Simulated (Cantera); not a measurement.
## Fluorocarbon and chlorocarbon gases: CCl4 + CH4 + H2

Input: 1 mol CCl4, 0.51 mol CH4, 11 mol H2, equilibrated at 0.170 bar.

Method: chemical equilibrium by Gibbs-energy minimisation in Cantera with the NASA 1993 tables (ideal gas, pure condensed phases). Candidate condensed phases: C, C6H6, C7H8, C8H18; 91 gas species. Equilibrium is a limit: real reactors are often held back by kinetics, nucleation or transport.

| T (K) | log p H2 | log p HCl | log p H | log p Cl | log p C2H2 (acetylene) | n C(graphite) |
|---|---|---|---|---|---|---|
| 1748 | -0.92 | -1.31 | -4.10 | -4.61 | -4.86 | 1.51 |
| 1823 | -0.92 | -1.31 | -3.82 | -4.34 | -4.59 | 1.50 |
| 1898 | -0.92 | -1.32 | -3.57 | -4.09 | -4.34 | 1.50 |
| 1973 | -0.92 | -1.32 | -3.33 | -3.85 | -4.11 | 1.50 |
| 2048 | -0.92 | -1.32 | -3.11 | -3.64 | -3.90 | 1.49 |
| 2123 | -0.92 | -1.32 | -2.91 | -3.44 | -3.70 | 1.48 |
| 2198 | -0.92 | -1.32 | -2.72 | -3.25 | -3.52 | 1.46 |
| 2273 | -0.93 | -1.33 | -2.54 | -3.08 | -3.35 | 1.43 |
| 2348 | -0.93 | -1.33 | -2.37 | -2.92 | -3.19 | 1.40 |
| 2423 | -0.94 | -1.34 | -2.22 | -2.77 | -3.05 | 1.36 |
| 2498 | -0.95 | -1.35 | -2.08 | -2.63 | -2.91 | 1.30 |
log p: log10 of the partial pressure in bar; n: condensed amount in mol.

From 1748 K to 2498 K the condensed part is C(graphite). The main C-bearing gas is C2H2 (acetylene) throughout. The share of C in condensed phases is highest at 1748 K (99.8 %) and lowest at 2498 K (86.0 %).
